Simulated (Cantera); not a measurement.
A perfectly stirred reactor is fed with CH4 : CO2 = 1 : 1.9 (molar parts), at 0.950 bar; it is held at 2125 K, and followed from long to short residence time.

Cantera simulation using GRI-Mech 3.0 (53 species, 325 reactions); the numbers are that mechanism's predictions, not measurements.

Predict: x(CH4) at τ = 28.0 s; x(CO2) at τ = 28.0 s; x(CO) at τ = 28.0 s; x(CH4) at τ = 56.0 ms; x(CO2) at τ = 56.0 ms; x(CO) at τ = 56.0 ms; x(C2H6) at τ = 56.0 ms.


```
Item                      Value
----------------------  -------
x(CH4) at τ = 28.0 s    8.28e-6
x(CO2) at τ = 28.0 s     0.0515
x(CO) at τ = 28.0 s       0.540
x(CH4) at τ = 56.0 ms   0.00307
x(CO2) at τ = 56.0 ms    0.0570
x(CO) at τ = 56.0 ms      0.532
x(C2H6) at τ = 56.0 ms  4.05e-7
```
